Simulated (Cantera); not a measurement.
# Si₃H₈ + Cl₂ + N₂ (silicon epitaxy and polysilicon growth)

Feed: 1 mol Si₃H₈, 0.052 mol Cl₂, 43 mol N₂, held at 1025 K and 0.00133 bar.

Equilibrium computed with Cantera from the NASA thermochemical tables; the gas is ideal and each condensed phase is pure. Candidate condensed phases: NH₄Cl, Si, Si₃N₄; 28 gas species. The feed counts by its element totals alone. N₂ is the only nitrogen source here; it is nearly inert below about 1500 K, so the nitride shown seldom forms there in practice. Rates play no part.

```json
{
 "x(N₂)": "0.910",
 "x(H₂)": "0.0876",
 "x(HCl)": "0.00231",
 "n(Si₃N₄(s))": "1.00 mol",
 "gas_amount": "45.05 mol",
 "log10 activity of Si(s) (absent)": "-4.93"
}
```
